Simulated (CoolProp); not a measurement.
Vapour-liquid equilibrium of nitrogen (1) + methane (2) at 104.4 K; x and y are mole fractions of (1).

Model: multi-fluid Helmholtz-energy mixture model, Span 2000 and Setzmann 1991; pair parameters Kunz 2012, in CoolProp.

```csv
x,"bubble pressure, mixture model (kPa)","bubble pressure, Raoult's law (kPa)","y, mixture model","y, Raoult's law"
0.05,139.8,102.7,0.621,0.507
0.15,283.3,201.7,0.820,0.776
0.25,398.1,300.7,0.877,0.867
0.35,493.5,399.6,0.906,0.913
0.45,576.4,498.6,0.925,0.941
0.55,652.6,597.5,0.939,0.960
0.65,727.0,696.5,0.952,0.973
0.75,804.2,795.4,0.964,0.983
0.85,889.0,894.4,0.977,0.991
0.95,986.9,993.3,0.991,0.997
```

The largest gap from Raoult's law is +40.5 % in bubble pressure, at x = 0.15. No azeotrope shows between x = 0.05 and 0.95.

Pair parameters are fitted to limited data, so mixtures are less certain than the pure fluids. The gap from Raoult's law changes sign with composition, which may be real or a fault of the pair parameters; it wasn't checked against measurements.
